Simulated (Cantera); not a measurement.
Input: 1 mol C2H2, 0.013 mol NH3, 6.9 mol N2, held at 1 atm.

Equilibrium computed with Cantera from the NASA thermochemical tables; the gas is ideal and each condensed phase is pure. Candidate condensed phases: C, C6H6, C7H8, C8H18; 92 gas species. Kinetics and transport are ignored. All values below are at 1702 °C.

Base state: N2 0.869, H2 0.126, HCN 0.00441, H 0.000482, HNC 0.000240, C2H2 (acetylene) 8.18e-5 (mole fractions); condensed: C(graphite).

### Question
What changes in the equilibrium state with this change: C2H2 replaced by CH4?

### Answer
```tsv
species	before	after
N2	0.869	0.771
H2	0.126	0.223
HCN	0.00441	0.00553
CH4	7.30e-6	2.28e-5
C2H2 (acetylene)	8.18e-5	0.000145
H	0.000482	0.000642
HNC	0.000240	0.000300
C(graphite), mol	1.96	0.945
```
